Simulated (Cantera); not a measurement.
## Silicon etching in halogen gases: Si + HCl + H2

Input: 1 mol Si, 2 mol HCl, 2.9 mol H2, equilibrated at 2.40 mbar.

Cantera equilibrium calculation (NASA polynomials, part measured and part estimated; ideal gas, pure solids and liquids). Candidate condensed phases: Si; 19 gas species. The tables' values for SiCl3, SiCl are old estimates; treat these amounts as uncertain. The numbers say what is thermodynamically allowed, not how fast it happens.

```
T (K)   x H2   x HCl  x SiCl2   x SiCl4  x SiCl3  x SiHCl3  n Si(s)
-----  -----  ------  -------  --------  -------  --------  -------
1000   0.845  0.0485  0.00472    0.0866  0.00411    0.0106    0.527
1050   0.827  0.0695   0.0109    0.0761  0.00677   0.00940    0.535
1100   0.804  0.0938   0.0223    0.0617  0.00993   0.00781    0.536
1150   0.779   0.119   0.0397    0.0443   0.0127   0.00592    0.524
1200   0.754   0.140   0.0612    0.0270   0.0137   0.00397    0.499
1250   0.735   0.154   0.0815    0.0138   0.0125   0.00234    0.472
1300   0.724   0.162   0.0965   0.00613  0.00998   0.00125    0.449
1350   0.719   0.165    0.106   0.00256  0.00738  0.000640    0.433
1400   0.716   0.165    0.112   0.00107  0.00531  0.000329    0.421
1450   0.716   0.164    0.116  0.000460  0.00382  0.000173    0.413
1500   0.716   0.162    0.118  0.000206  0.00277   9.42e-5    0.405
1550   0.716   0.161    0.120   9.69e-5  0.00205   5.30e-5    0.399
1600   0.716   0.159    0.122   4.75e-5  0.00153   3.09e-5    0.394
1650   0.716   0.157    0.123   2.43e-5  0.00117   1.85e-5    0.389
```
x: gas mole fraction; n: condensed amount in mol.

From 1000 K to 1650 K the condensed part is Si(s). The main Si-bearing gas is SiCl4 at 1000 K and SiCl2 at 1650 K. The share of Si in condensed phases is highest at 1100 K (53.6 %) and lowest at 1650 K (38.9 %).
